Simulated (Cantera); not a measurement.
An adiabatic, constant-volume homogeneous reactor starts with CH₄ : O₂ : N₂ = 1 : 1.82 : 6.84 (molar parts), at 1175 K and 5.80 bar. Integrator tolerance rtol = 1e-08.

Detailed kinetics in Cantera: GRI-Mech 3.0 (53 species, 325 reactions).

Q: What does this change do: initial temperature 1175 to 1475 K?

A: 
```json
[
 {"quantity": "time of steepest temperature rise", "before": "11.9 ms", "after": "0.372 ms"},
 {"quantity": "temperature at 0.100 s", "before": "2974 K", "after": "3074 K"},
 {"quantity": "equilibrium temperature", "before": "2974 K", "after": "3074 K"},
 {"quantity": "x(CH₄) at 0.100 s", "before": "<1e-12 (gas-phase equilibrium <1e-12)", "after": "<1e-12 (gas-phase equilibrium <1e-12)"},
 {"quantity": "x(O₂) at 0.100 s", "before": "0.00779 (gas-phase equilibrium 0.00779)", "after": "0.0108 (gas-phase equilibrium 0.0108)"},
 {"quantity": "x(H₂) at 0.100 s", "before": "0.0201 (gas-phase equilibrium 0.0201)", "after": "0.0245 (gas-phase equilibrium 0.0245)"},
 {"quantity": "x(CO) at 0.100 s", "before": "0.0464 (gas-phase equilibrium 0.0464)", "after": "0.0530 (gas-phase equilibrium 0.0530)"},
 {"quantity": "x(O) at 0.100 s", "before": "0.00235 (gas-phase equilibrium 0.00235)", "after": "0.00424 (gas-phase equilibrium 0.00424)"},
 {"quantity": "x(CH₂O) at 0.100 s", "before": "5.78e-9 (gas-phase equilibrium 5.78e-9)", "after": "6.72e-9 (gas-phase equilibrium 6.72e-9)"}
]
```
Above 3000 K some thermodynamic fits are extrapolated.

Q: What does this change do: pressure from 5.80 bar to 10.0 bar?

A: 
```csv
quantity,before,after
time of steepest temperature rise,11.9 ms,6.48 ms
temperature at 0.100 s,2974 K,3013 K
equilibrium temperature,2974 K,3013 K
x(CH₄) at 0.100 s,<1e-12 (gas-phase equilibrium <1e-12),<1e-12 (gas-phase equilibrium <1e-12)
x(O₂) at 0.100 s,0.00779 (gas-phase equilibrium 0.00779),0.00678 (gas-phase equilibrium 0.00678)
x(H₂) at 0.100 s,0.0201 (gas-phase equilibrium 0.0201),0.0190 (gas-phase equilibrium 0.0190)
x(CO) at 0.100 s,0.0464 (gas-phase equilibrium 0.0464),0.0449 (gas-phase equilibrium 0.0449)
x(O) at 0.100 s,0.00235 (gas-phase equilibrium 0.00235),0.00190 (gas-phase equilibrium 0.00190)
x(CH₂O) at 0.100 s,5.78e-9 (gas-phase equilibrium 5.78e-9),9.21e-9 (gas-phase equilibrium 9.21e-9)
```
Above 3000 K some thermodynamic fits are extrapolated.
